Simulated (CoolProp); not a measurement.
Properties of cyclopentane along the isobar 2.03 MPa.

Model: reference Helmholtz-energy equation of state, Gedanitz 2015, in CoolProp.

| T (°C) | phase | cp (kJ/(kg K)) | Joule-Thomson coefficient (K/MPa) | isothermal compressibility (1/MPa) |
|---|---|---|---|---|
| 102.45 | liquid | 2.224 | -0.2201 | 0.002976 |
| 119.85 | liquid | 2.331 | -0.1453 | 0.003768 |
| 137.35 | liquid | 2.446 | -0.04981 | 0.004937 |
| 154.75 | liquid | 2.577 | 0.08130 | 0.006783 |
| 172.15 | liquid | 2.743 | 0.2869 | 0.01013 |
| 189.65 | gas | 2.408 | 15.08 | 0.7521 |
| 207.05 | gas | 2.373 | 12.16 | 0.6803 |
| 224.55 | gas | 2.382 | 10.15 | 0.6377 |
| 241.95 | gas | 2.412 | 8.683 | 0.6095 |
| 259.45 | gas | 2.453 | 7.544 | 0.5891 |
| 276.85 | gas | 2.499 | 6.643 | 0.5739 |
